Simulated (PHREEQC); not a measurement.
0.54 g of hydrous ferric oxide (600 m²/g; 0.2 weak and 0.005 strong sites per Fe, Dzombak-Morel constants, diffuse double layer) in 1 kg of water with 0.05 mol/kgw of an inert sodium salt and 1.4e-06 mol/kgw NiCl2 and 2.6e-05 mol/kgw ZnSO4, at 25 °C; the pH is set by adding NaOH or the inert anion's acid. O2 is buffered at 0.21 atm. No CO2 enters from the air. Precipitation was switched off in this run.

The series has 17 steps of pH, from 3 to 9.

Equilibrium calculation in PHREEQC: ion-association model, wateq4f.dat.

Problem. Near which pH is half of the Ni sorbed, and on which side is more sorbed?

Solution. Near pH 6.4, with more sorbed at higher pH.

Problem. Near which pH is half of the S sorbed, and on which side is more sorbed?

Solution. Near pH 6.5, with more sorbed at lower pH.

Problem. Near which pH is half of the Zn sorbed, and on which side is more sorbed?

Solution. Near pH 5.9, with more sorbed at higher pH.

The oxide is taken as insoluble; below pH 4 it would dissolve.
